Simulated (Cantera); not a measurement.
Charge: 1 mol SiC, 0.004 mol H₂O, 130 mol N₂, 0.018 mol CO₂, held at 1.33 mbar.

These are equilibrium values from Cantera (NASA tables, ideal gas, pure condensed phases), not measurements of a reactor. Candidate condensed phases: C, C₆H₆, C₇H₈, C₈H₁₈, H₂O, Si, SiC, SiO₂, Si₂N₂O, Si₃N₄; 151 gas species. N₂ is the only nitrogen source here; it is nearly inert below about 1500 K, so the nitride shown seldom forms there in practice. Mutual solubility and eutectic melting of coexisting phases are not modelled. The numbers say what is thermodynamically allowed, not how fast it happens.

Problem. At 1273 K, list the 3 most abundant gas species with their mole fractions, and the condensed phases.

Solution. N₂ 1.000, CO 0.000105, H₂ 3.03e-5. Condensed: C(graphite) + SiC(s) + Si₂N₂O(s).
